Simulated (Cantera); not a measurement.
A closed system holds: 1 mol Cu, 0.64 mol NH₃, 88 mol N₂, at 1848 K and 2700 Pa.

Method: chemical equilibrium by Gibbs-energy minimisation in Cantera with the NASA 1993 tables (ideal gas, pure condensed phases). Candidate condensed phases: Cu; 11 gas species. Equilibrium is a limit: real reactors are often held back by kinetics, nucleation or transport.

Base state: N₂ 0.978, Cu 0.0111, H₂ 0.0105, H 0.000330 (mole fractions); condensed: gas only.

Task: What changes in the equilibrium state with this change: NH₃ from 0.64 to 1.7 mol?

Result: 
```csv
species,before,after
N₂,0.978,0.961
H₂,0.0105,0.0273
Cu,0.0111,0.0108
H,0.000330,0.000533
```
